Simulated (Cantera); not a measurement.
A Cantera script and what it prints.

```python
import numpy as np
import cantera as ct

gas_names = """
    CL CLO CL2 Fe FeCL FeCL2 FeCL3 FeO Fe(OH)2 Fe2CL4 Fe2CL6 H HCL HOCL HO2 H2 H2O H2O2 O OH O2 O3
""".split()
cond_names = """
    Fe(a) Fe(c) Fe(d) Fe(L) FeCL2(s) FeCL2(L) FeCL3(s) FeCL3(L) FeO(s) FeO(L) Fe(OH)2(s) Fe(OH)3(s)
    Fe2O3(s) Fe3O4(s) H2O(s) H2O(L)
""".split()


# ... load() reads the species with a 1 bar reference pressure and builds the phases ...
atoms = {
    'Fe2O3': {'Fe': 2, 'O': 3},
    'Cl2': {'CL': 2},
    'H2': {'H': 2},
}
top_T = {'Fe2O3(s)': 1830, 'Fe3O4(s)': 1870}  # K; cautious upper limits of use, not melting points


# ... equilibrate(T, P, feed) seeds the gas with the atoms and calls Mixture.equilibrate('TP', solver="vcs", rtol=1e-11, max_steps=5000) ...
results = []
feed = {'Fe2O3': 1, 'Cl2': 1.4, 'H2': 0.038}  # mol
T = 1473.15  # K
P = 5300  # Pa
mix = equilibrate(T, P, feed)
results.append((T, P, feed, dict(zip(mix.species_names, mix.species_moles))))
x = sorted(zip(gas.X, gas.species_names), reverse=True)
print(f"T = {T:g} K  P = {P:g} Pa  gas = {mix.phase_moles(0):.4g} mol")
print("   x: " + "  ".join(f"{s} {v:.3e}" for v, s in x if v > 1e-06))
print("   condensed (mol): " + ("  ".join(f"{mix.phase(i).name} {mix.phase_moles(i):.4g}"
      for i in range(1, mix.n_phases) if mix.phase_moles(i) > 1e-12) or "none"))
```

It prints:

```
T = 1473.15 K  P = 5300 Pa  gas = 2.148 mol
   x: FeCL2 3.657e-01  O2 3.489e-01  FeCL3 9.904e-02  CL2 8.790e-02  CL 6.259e-02  HCL 3.525e-02  Fe2CL4 3.425e-04  CLO 2.167e-04  H2O 6.543e-05  O 7.176e-06  Fe2CL6 6.085e-06  OH 3.732e-06  HOCL 1.481e-06
   condensed (mol): Fe2O3(s) 0.5002
```

Method: chemical equilibrium by Gibbs-energy minimisation in Cantera with the NASA 1993 tables (ideal gas, pure condensed phases).
